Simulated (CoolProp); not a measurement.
Isopentane along the isotherm 226.85 °C: fugacity coefficient from the reference equation and from simpler models built on Tc = 187.2 °C, pc = 33.78 bar, ω = 0.227; each cubic takes its own stable root.

Model: reference Helmholtz-energy equation of state, Lemmon 2006, in CoolProp. It is a short technical equation, of lower accuracy than the large ones.

```json
[
 {"p (bar)": "0.267", "phase": "gas", "reference": "0.9979", "van der Waals": "0.9981", "Redlich-Kwong": "0.9979", "Soave-Redlich-Kwong": "0.9980", "Peng-Robinson": "0.9977"},
 {"p (bar)": "0.392", "phase": "gas", "reference": "0.9970", "van der Waals": "0.9972", "Redlich-Kwong": "0.9969", "Soave-Redlich-Kwong": "0.9970", "Peng-Robinson": "0.9966"},
 {"p (bar)": "0.575", "phase": "gas", "reference": "0.9956", "van der Waals": "0.9959", "Redlich-Kwong": "0.9954", "Soave-Redlich-Kwong": "0.9956", "Peng-Robinson": "0.9950"},
 {"p (bar)": "0.845", "phase": "gas", "reference": "0.9935", "van der Waals": "0.9939", "Redlich-Kwong": "0.9933", "Soave-Redlich-Kwong": "0.9936", "Peng-Robinson": "0.9927"},
 {"p (bar)": "1.24", "phase": "gas", "reference": "0.9904", "van der Waals": "0.9911", "Redlich-Kwong": "0.9902", "Soave-Redlich-Kwong": "0.9906", "Peng-Robinson": "0.9893"},
 {"p (bar)": "1.82", "phase": "gas", "reference": "0.9860", "van der Waals": "0.9870", "Redlich-Kwong": "0.9856", "Soave-Redlich-Kwong": "0.9862", "Peng-Robinson": "0.9843"},
 {"p (bar)": "2.67", "phase": "gas", "reference": "0.9795", "van der Waals": "0.9809", "Redlich-Kwong": "0.9789", "Soave-Redlich-Kwong": "0.9797", "Peng-Robinson": "0.9770"},
 {"p (bar)": "3.92", "phase": "gas", "reference": "0.9699", "van der Waals": "0.9719", "Redlich-Kwong": "___", "Soave-Redlich-Kwong": "0.9703", "Peng-Robinson": "0.9664"},
 {"p (bar)": "5.75", "phase": "gas", "reference": "0.9560", "van der Waals": "0.9589", "Redlich-Kwong": "0.9549", "Soave-Redlich-Kwong": "0.9566", "Peng-Robinson": "0.9509"},
 {"p (bar)": "8.45", "phase": "gas", "reference": "0.9356", "van der Waals": "0.9397", "Redlich-Kwong": "0.9340", "Soave-Redlich-Kwong": "0.9365", "Peng-Robinson": "0.9284"},
 {"p (bar)": "12.4", "phase": "gas", "reference": "0.9061", "van der Waals": "0.9117", "Redlich-Kwong": "___", "Soave-Redlich-Kwong": "0.9075", "Peng-Robinson": "0.8961"},
 {"p (bar)": "18.2", "phase": "gas", "reference": "0.8633", "van der Waals": "0.8707", "Redlich-Kwong": "0.8602", "Soave-Redlich-Kwong": "0.8657", "Peng-Robinson": "0.8500"},
 {"p (bar)": "26.7", "phase": "gas", "reference": "___", "van der Waals": "0.8106", "Redlich-Kwong": "0.7974", "Soave-Redlich-Kwong": "0.8056", "Peng-Robinson": "0.7848"},
 {"p (bar)": "39.2", "phase": "supercritical", "reference": "0.7134", "van der Waals": "0.7196", "Redlich-Kwong": "0.7068", "Soave-Redlich-Kwong": "0.7196", "Peng-Robinson": "___"},
 {"p (bar)": "57.5", "phase": "supercritical", "reference": "0.5889", "van der Waals": "0.5864", "Redlich-Kwong": "0.5810", "Soave-Redlich-Kwong": "0.6017", "Peng-Robinson": "0.5734"},
 {"p (bar)": "84.5", "phase": "supercritical", "reference": "0.4648", "van der Waals": "0.4772", "Redlich-Kwong": "___", "Soave-Redlich-Kwong": "0.4870", "Peng-Robinson": "0.4579"}
]
```

### Question
Complete the blanks.

### Answer

- 3.92, Redlich-Kwong: 0.9691
- 12.4, Redlich-Kwong: 0.9038
- 26.7, reference: 0.8018
- 39.2, Peng-Robinson: 0.6937
- 84.5, Redlich-Kwong: 0.4652
